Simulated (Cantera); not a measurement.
A perfectly stirred reactor is fed with H2 : O2 = 0.09 : 1 (molar parts), at 0.0263 atm; it is held at 1273 K, and followed from long to short residence time.

Computed with Cantera and GRI-Mech 3.0 (53 species, 325 reactions). Radical loss at walls, strong at low pressure, is not modelled. The temperature is held fixed by assumption; the heat of reaction is taken as removed at once.

Task: What does this change do: temperature 1273 to 1150 K?

Result: 
```tsv
quantity	before	after
x(H2) at τ = 1.30 s	0.000127	0.000181
x(O2) at τ = 1.30 s	0.912	0.913
x(H2O) at τ = 1.30 s	0.0853	0.0855
x(HO2) at τ = 1.30 s	2.02e-6	3.05e-6
x(OH) at τ = 1.30 s	0.00119	0.000675
x(H2) at τ = 74.0 ms	0.000723	0.000990
x(O2) at τ = 74.0 ms	0.904	0.907
x(H2O) at τ = 74.0 ms	0.0827	0.0834
x(HO2) at τ = 74.0 ms	5.34e-6	7.66e-6
x(OH) at τ = 74.0 ms	0.00300	0.00180
```
